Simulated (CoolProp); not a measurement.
Properties of R245fa along the isotherm 166.85 °C (Tc = 153.9 °C, pc = 36.51 bar, ω = 0.378).

Values from CoolProp's reference Helmholtz-energy equation of state, Akasaka 2015.

```csv
p (bar),phase,cp (kJ/(kg K)),expansivity (1/kK),Prandtl number
14,gas,1.199,3.704,0.721
28.1,gas,1.458,7.712,0.893
42.1,supercritical,3.761,45.57,2.67
56.2,supercritical,2.306,14.79,3.32
70.2,supercritical,1.899,8.176,3.00
84.3,supercritical,1.761,6.071,2.93
98.3,supercritical,1.688,4.995,2.92
112,supercritical,1.641,4.334,2.93
126,supercritical,1.607,3.863,2.96
140,supercritical,1.582,3.514,2.98
154,supercritical,1.561,3.242,3.02
169,supercritical,1.544,3.009,3.05
183,supercritical,1.530,2.831,3.09
```

The peak of cp marks the crossing from liquid-like to gas-like fluid above the critical point.

Viscosity comes from a separate model (Bell 2016), an estimate that may be off by 10 % or more. Thermal conductivity comes from a separate model (Huber 2003), an estimate that may be off by 10 % or more.
